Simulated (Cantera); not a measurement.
A Cantera script and what it prints.

```python
import numpy as np
import cantera as ct

gas_names = [...]  # 110 gases of nasa_gas.yaml made of C, H, O
cond_names = """
    C(gr) C6H6(L) C7H8(L) C8H18(L),n-octa H2O(s) H2O(L)
""".split()


# ... load() reads the species with a 1 bar reference pressure and builds the phases ...
atoms = {
    'C2H6': {'C': 2, 'H': 6},
    'O2': {'O': 2},
    'H2': {'H': 2},
}
top_T = {'C(gr)': 4500}  # K; cautious upper limits of use, not melting points


# ... equilibrate(T, P, feed) seeds the gas with the atoms and calls Mixture.equilibrate('TP', solver="vcs", rtol=1e-11, max_steps=5000) ...
results = []
feed = {'C2H6': 1, 'O2': 0.27, 'H2': 3.3}  # mol
P = 770  # Pa
for T in [1200, 1275, 1350, 1425, 1500, 1575, 1650, 1725, 1800, 1875, 1950, 2025, 2100, 2175]:
    mix = equilibrate(T, P, feed)
    results.append((T, P, feed, dict(zip(mix.species_names, mix.species_moles))))
    x = sorted(zip(gas.X, gas.species_names), reverse=True)
    print(f"T = {T:g} K  P = {P:g} Pa  gas = {mix.phase_moles(0):.4g} mol")
    print("   x: " + "  ".join(f"{s} {v:.3e}" for v, s in x if v > 0.001))
    print("   condensed (mol): " + ("  ".join(f"{mix.phase(i).name} {mix.phase_moles(i):.4g}"
          for i in range(1, mix.n_phases) if mix.phase_moles(i) > 1e-12) or "none"))
```

It prints:

```
T = 1200 K  P = 770 Pa  gas = 6.839 mol
   x: H2 9.209e-01  CO 7.894e-02
   condensed (mol): C(gr) 1.459
T = 1275 K  P = 770 Pa  gas = 6.84 mol
   x: H2 9.210e-01  CO 7.895e-02
   condensed (mol): C(gr) 1.46
T = 1350 K  P = 770 Pa  gas = 6.84 mol
   x: H2 9.210e-01  CO 7.895e-02
   condensed (mol): C(gr) 1.46
T = 1425 K  P = 770 Pa  gas = 6.84 mol
   x: H2 9.210e-01  CO 7.894e-02
   condensed (mol): C(gr) 1.46
T = 1500 K  P = 770 Pa  gas = 6.841 mol
   x: H2 9.208e-01  CO 7.894e-02
   condensed (mol): C(gr) 1.46
T = 1575 K  P = 770 Pa  gas = 6.841 mol
   x: H2 9.206e-01  CO 7.893e-02
   condensed (mol): C(gr) 1.46
T = 1650 K  P = 770 Pa  gas = 6.843 mol
   x: H2 9.200e-01  CO 7.891e-02
   condensed (mol): C(gr) 1.459
T = 1725 K  P = 770 Pa  gas = 6.847 mol
   x: H2 9.190e-01  CO 7.887e-02  H 2.029e-03
   condensed (mol): C(gr) 1.459
T = 1800 K  P = 770 Pa  gas = 6.853 mol
   x: H2 9.171e-01  CO 7.879e-02  H 3.908e-03
   condensed (mol): C(gr) 1.458
T = 1875 K  P = 770 Pa  gas = 6.864 mol
   x: H2 9.139e-01  CO 7.867e-02  H 7.141e-03
   condensed (mol): C(gr) 1.456
T = 1950 K  P = 770 Pa  gas = 6.883 mol
   x: H2 9.086e-01  CO 7.846e-02  H 1.245e-02
   condensed (mol): C(gr) 1.453
T = 2025 K  P = 770 Pa  gas = 6.912 mol
   x: H2 9.002e-01  CO 7.813e-02  H 2.081e-02
   condensed (mol): C(gr) 1.449
T = 2100 K  P = 770 Pa  gas = 6.956 mol
   x: H2 8.876e-01  CO 7.763e-02  H 3.345e-02  C2H2,acetylene 1.282e-03
   condensed (mol): C(gr) 1.442
T = 2175 K  P = 770 Pa  gas = 7.022 mol
   x: H2 8.693e-01  CO 7.690e-02  H 5.187e-02  C2H2,acetylene 1.940e-03
   condensed (mol): C(gr) 1.433
```

Equilibrium computed with Cantera from the NASA thermochemical tables; the gas is ideal and each condensed phase is pure.
